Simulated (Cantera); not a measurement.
An isothermal, constant-pressure homogeneous reactor starts with CH₄ : H₂ : O₂ = 0.022 : 1 : 0.0012 (molar parts), equivalence ratio 450, at 1623 K and 1600 Pa. Integrator tolerance rtol = 1e-08.

Computed with Cantera and GRI-Mech 3.0 (53 species, 325 reactions). GRI-Mech 3.0 stops at C3 and has no aromatics, soot or wall deposition, so with more carbon than oxygen in the feed, carbon stays in small species such as C2H2 where larger ones or solid carbon would form. Radical loss at walls, strong at low pressure, is not modelled.

Problem. What does this change do: temperature 1623 to 2823 K?

Solution. 
```
quantity                                            before                                      after
---------------  -----------------------------------------  -----------------------------------------
x(CH₄) at 100 s  0.000939 (gas-phase equilibrium 0.000374)    2.16e-7 (gas-phase equilibrium 2.17e-7)
x(H₂) at 100 s         0.987 (gas-phase equilibrium 0.988)        0.494 (gas-phase equilibrium 0.495)
x(O₂) at 100 s       <1e-12 (gas-phase equilibrium <1e-12)      <1e-12 (gas-phase equilibrium <1e-12)
x(C₂H) at 100 s    2.03e-8 (gas-phase equilibrium 1.93e-8)  0.000797 (gas-phase equilibrium 0.000797)
x(HO₂) at 100 s      <1e-12 (gas-phase equilibrium <1e-12)      <1e-12 (gas-phase equilibrium <1e-12)
```
